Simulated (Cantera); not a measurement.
Standard-state values (1 bar) from the NASA 1993 polynomials, evaluated with Cantera. Values are per mole of reaction as written; species without (g) are pure solids or liquids, kept so even where they would boil at 1 bar.

3 HF(g) + B = 3 H(g) + BF₃(g), with ΔH° = 336.0 kJ and ΔS° = 71.4 J/K at 300 K.

How far is the shortcut ΔG° ≈ ΔH°(300 K) − T·ΔS°(300 K) from the full temperature-dependent value at 925, 950, 975, 1000, 1025 K?


| T (K) | shortcut (kJ) | full (kJ) | difference (kJ) | difference in log10 K |
|---|---|---|---|---|
| 925 | 270.0 | 262.5 | 7.5 | -0.42 |
| 950 | 268.2 | 260.1 | 8.1 | -0.44 |
| 975 | 266.4 | 257.8 | 8.6 | -0.46 |
| 1000 | 264.6 | 255.4 | 9.2 | -0.48 |
| 1025 | 262.8 | 253.0 | 9.8 | -0.50 |
The shortcut ignores the heat-capacity change of the reaction.
